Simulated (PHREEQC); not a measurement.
Make-up at 25 °C: 66 mmol/kgw ZnCl2, 9.1 mmol/kgw KCl and 4.1 mmol/kgw FeSO4. Closed to the air; pH follows from the charge balance.

Equilibrium calculation in PHREEQC: ion-association model, wateq4f.dat.

No solid was allowed to form.

Question: Order these S species by the share of S that they hold, largest first: FeSO4, Zn(SO4)2-2, ZnSO4, SO4-2, KSO4-.

Answer: ZnSO4 (52 %), SO4-2 (43 %), FeSO4 (2.6 %), Zn(SO4)2-2 (1.5 %), KSO4- (0.76 %)

The pH is 5.10 and the ionic strength 0.199 mol/kgw. Species that the database lacks are ignored.
